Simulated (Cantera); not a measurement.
Input (Python, Cantera) and output of one run.

```python
import numpy as np
import cantera as ct

gas_names = [...]  # 87 gases of nasa_gas.yaml made of C, H, Si
cond_names = """
    C(gr) C6H6(L) C7H8(L) C8H18(L),n-octa Si(cr) Si(L) SiC(b)
""".split()


# ... load() reads the species with a 1 bar reference pressure and builds the phases ...
atoms = {
    'CH3SiH3': {'C': 1, 'H': 6, 'Si': 1},
    'CH4': {'C': 1, 'H': 4},
    'H2': {'H': 2},
}
top_T = {'C(gr)': 4500, 'SiC(b)': 3050}  # K; cautious upper limits of use, not melting points


# ... equilibrate(T, P, feed) seeds the gas with the atoms and calls Mixture.equilibrate('TP', solver="vcs", rtol=1e-11, max_steps=5000) ...
results = []
feed = {'CH3SiH3': 1, 'CH4': 0.17, 'H2': 9.8}  # mol
T = 998  # K
P = 100000  # Pa
mix = equilibrate(T, P, feed)
results.append((T, P, feed, dict(zip(mix.species_names, mix.species_moles))))
print(gas.report(threshold=1e-06))
for i in range(1, mix.n_phases):
    print(f"{mix.phase(i).name:16s} {mix.phase_moles(i):12.5e} mol")
```

Result:

```
       temperature   998 K
          pressure   1e+05 Pa
           density   0.026511 kg/m^3
  mean mol. weight   2.1999 kg/kmol
   phase of matter   gas

                          1 kg             1 kmol
                     ---------------   ---------------
          enthalpy        9.0382e+06        1.9883e+07  J
   internal energy        5.2662e+06        1.1585e+07  J
           entropy             76292        1.6783e+05  J/K
    Gibbs function       -6.7101e+07       -1.4761e+08  J
 heat capacity c_p             13970             30731  J/K
 heat capacity c_v             10190             22417  J/K

                      mass frac. Y      mole frac. X     chem. pot. / RT
                     ---------------   ---------------   ---------------
               CH4          0.095587          0.013107           -38.528
                H2           0.90441           0.98689           -17.514
     [  +85 minor]        5.7166e-07        4.4786e-08

C(gr)             0.00000e+00 mol
Si(cr)            0.00000e+00 mol
SiC(b)            1.00000e+00 mol
```

These are equilibrium values from Cantera (NASA tables, ideal gas, pure condensed phases), not measurements of a reactor. The feed counts by its element totals alone.
